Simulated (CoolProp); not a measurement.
n-octane along the isobar 2.67 MPa: fugacity coefficient from the reference equation and from simpler models built on Tc = 568.7 K, pc = 2.484 MPa, ω = 0.398; each cubic takes its own stable root.

Computed with CoolProp (reference Helmholtz-energy equation of state, Beckmüller 2019).

| T (K) | phase | reference |
|---|---|---|
| 384.3 | liquid | 0.02775 |
| 394.8 | liquid | 0.03729 |
| 405.4 | liquid | 0.04923 |
| 416 | liquid | 0.06377 |
| 426.6 | liquid | 0.08116 |
| 437.2 | liquid | 0.1016 |
| 447.7 | liquid | 0.1251 |
| 458.3 | liquid | 0.1522 |
| 468.9 | liquid | 0.1828 |
| 479.5 | liquid | 0.2169 |
| 490.1 | liquid | 0.2544 |

Q: How far does each simpler model (van der Waals, Redlich-Kwong, Soave-Redlich-Kwong) lie from the reference over these 11 states: mean and median of the absolute difference, and the worst?

A: 
- van der Waals: mean 227.8 %, median 187.0 %, worst +515.5 % at 384.3 K and 2.67 MPa
- Redlich-Kwong: mean 76.5 %, median 70.1 %, worst +140.5 % at 384.3 K and 2.67 MPa
- Soave-Redlich-Kwong: mean 4.2 %, median 4.3 %, worst +5.2 % at 490.1 K and 2.67 MPa
